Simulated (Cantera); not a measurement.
Input: 1 mol HMDSO, 13 mol H₂O, 0.19 mol H₂, equilibrated at 0.0630 Torr.

Cantera equilibrium calculation (NASA polynomials, part measured and part estimated; ideal gas, pure solids and liquids). Candidate condensed phases: C, C₆H₆, C₇H₈, C₈H₁₈, H₂O, Si, SiC, SiO₂; 123 gas species. The feed counts by its element totals alone. The tables hold silica as quartz up to 1696 K and as liquid above; real silica turns to tridymite and cristobalite and melts near 1996 K. Equilibrium is a limit: real reactors are often held back by kinetics, nucleation or transport.

Which condensed phases are stable at each of these points (T (K)): 750, 850, 950, 1050, 1150, 1250, 1350, 1450, 1550, 1650?


```tsv
T (K)	condensed phases	Si condensed (%)
750	SiO₂(α-quartz)	100.0
850	SiO₂(β-quartz)	100.0
950	SiO₂(β-quartz)	100.0
1050	SiO₂(β-quartz)	100.0
1150	SiO₂(β-quartz)	100.0
1250	SiO₂(β-quartz)	100.0
1350	SiO₂(β-quartz)	100.0
1450	SiO₂(β-quartz)	100.0
1550	SiO₂(β-quartz)	99.4
1650	SiO₂(β-quartz)	92.8
```

At 750 K the condensed part is SiO₂(α-quartz). From 850 K to 1650 K the condensed part is SiO₂(β-quartz).
